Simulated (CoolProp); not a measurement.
Vapour-liquid equilibrium of R125 (1) + n-butane (2) at 5.18 bar; x and y are mole fractions of (1).

Computed with CoolProp (multi-fluid Helmholtz-energy mixture model, Lemmon 2005 and Bücker 2006; pair parameters Bell 2016).

```
x     bubble temperature, mixture model (°C)  bubble temperature, Raoult's law (°C)  y, mixture model  y, Raoult's law
----  --------------------------------------  -------------------------------------  ----------------  ---------------
0.05                                    32.8                                   44.5             0.399            0.215
0.2                                      6.9                                   28.5             0.755            0.582
0.35                                     ___                                   17.5             0.825            0.760
0.5                                     -3.1                                    9.3               ___            0.860
0.65                                     ___                                    2.9             0.870            0.922
0.8                                      ___                                   -2.3             0.900            0.963
0.95                                    -7.6                                   -6.6             0.963            0.992
```

**Question.** Fill in the missing entries.

**Answer.** 
- 0.35, bubble temperature, mixture model (°C): -0.4
- 0.5, y, mixture model: 0.851
- 0.65, bubble temperature, mixture model (°C): -4.6
- 0.8, bubble temperature, mixture model (°C): -6.1

The largest gap from Raoult's law is -21.6 K in bubble temperature, at x = 0.2. No azeotrope shows between x = 0.05 and 0.95.

The pair parameters rest on a limited set of measurements; away from them the model extrapolates. With so large a gap from Raoult's law the liquid may split in two, which this calculation doesn't test in full.
